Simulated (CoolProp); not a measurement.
Properties of nitrogen along the isobar 192 bar (Tc = 126.2 K, pc = 33.96 bar, ω = 0.037).

Computed with CoolProp (reference Helmholtz-energy equation of state, Span 2000).

```csv
T (K),phase,speed of sound (m/s),isothermal compressibility (1/MPa),viscosity (µPa s),conductivity (mW/(m K)),fugacity coefficient
71.1,liquid,1031,…,267,174,0.006667
86.9,liquid,913.3,0.002612,153,…,0.03330
102.6,liquid,802.1,0.003908,103,124,0.09288
118.4,liquid,695.8,…,74.6,102,…
134.2,supercritical,598.5,0.009630,56.8,83.0,0.3030
150,supercritical,516.5,0.01531,44.4,68.1,0.4271
165.8,supercritical,456.3,0.02288,35.6,…,0.5455
181.6,supercritical,419.2,0.03057,29.8,49.8,0.6497
```

Task: Some entries are withheld; supply them.

Result: 
- 71.1, isothermal compressibility (1/MPa): 0.001777
- 86.9, conductivity (mW/(m K)): 148
- 118.4, isothermal compressibility (1/MPa): 0.006048
- 118.4, fugacity coefficient: 0.1865
- 165.8, conductivity (mW/(m K)): 57.2

Viscosity comes from a separate model (Lemmon 2004). Thermal conductivity comes from a separate model (Lemmon 2004).
